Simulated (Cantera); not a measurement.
Input: 1 mol B2H6, 0.053 mol O2, 0.44 mol N2, at 1.00 bar.

These are equilibrium values from Cantera (NASA tables, ideal gas, pure condensed phases), not measurements of a reactor. Candidate condensed phases: B, BN, B2O3, B3O3H3, H2O; 39 gas species. The feed counts by its element totals alone. N2 is the only nitrogen source here; it is nearly inert below about 1500 K, so the nitride shown seldom forms there in practice. Mutual solubility and eutectic melting of coexisting phases are not modelled. Gases not in the tables: B2H6 and higher boranes. Equilibrium is a limit: real reactors are often held back by kinetics, nucleation or transport.

### Question
Which condensed phases are stable at each of these points (T (°C)): 550, 700, 850, 1000, 1150, 1300, 1450, 1600, 1750, 1900, 2050?

### Answer
```json
[
 {"T (°C)": "550", "condensed phases": "B(s) + BN(s) + B2O3(l)", "B condensed (%)": "98.0"},
 {"T (°C)": "700", "condensed phases": "B(s) + BN(s) + B2O3(l)", "B condensed (%)": "97.4"},
 {"T (°C)": "850", "condensed phases": "B(s) + BN(s) + B2O3(l)", "B condensed (%)": "97.0"},
 {"T (°C)": "1000", "condensed phases": "B(s) + BN(s) + B2O3(l)", "B condensed (%)": "96.9"},
 {"T (°C)": "1150", "condensed phases": "B(s) + BN(s) + B2O3(l)", "B condensed (%)": "96.7"},
 {"T (°C)": "1300", "condensed phases": "B(s) + BN(s) + B2O3(l)", "B condensed (%)": "95.7"},
 {"T (°C)": "1450", "condensed phases": "B(s) + BN(s)", "B condensed (%)": "94.9"},
 {"T (°C)": "1600", "condensed phases": "B(s) + BN(s)", "B condensed (%)": "94.8"},
 {"T (°C)": "1750", "condensed phases": "B(s) + BN(s)", "B condensed (%)": "94.7"},
 {"T (°C)": "1900", "condensed phases": "B(s) + BN(s)", "B condensed (%)": "94.5"},
 {"T (°C)": "2050", "condensed phases": "B(s) + BN(s)", "B condensed (%)": "94.4"}
]
```

From 550 °C to 1300 °C the condensed part is B(s) + BN(s) + B2O3(l). From 1450 °C to 2050 °C the condensed part is B(s) + BN(s).
